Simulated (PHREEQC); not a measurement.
Consider water at 25 °C with 0.55 mol/kgw Mg(NO3)2, 0.00017 mol/kgw AgNO3 and 0.017 mol/kgw Sr(NO3)2. Closed to the air; pH follows from the charge balance.

Computed with PHREEQC (ion-association model, wateq4f.dat).

```json
{
 "pH": "6.06",
 "ionic_strength": "1.70 mol/kgw",
 "activity_of_water": "0.971"
}
```

| species | molality | activity | log γ |
|---|---|---|---|
| NO3- | 1.13 | 0.580 | -0.291 |
| Mg+2 | 0.550 | 0.194 | -0.453 |
| Sr+2 | 0.0170 | 0.00415 | -0.612 |
| Ag+ | 0.000143 | 0.000134 | -0.028 |
| AgNO3 | 2.70e-5 | 3.99e-5 | 0.170 |
| H+ | 1.20e-6 | 8.73e-7 | -0.137 |
| MgOH+ | 1.17e-6 | 7.84e-7 | -0.176 |
| OH- | 2.06e-8 | 1.11e-8 | -0.266 |

Precipitation was switched off in this run. Caution: at this ionic strength the ion-association model is outside its range; a Pitzer model would be the better tool where its parameters exist.
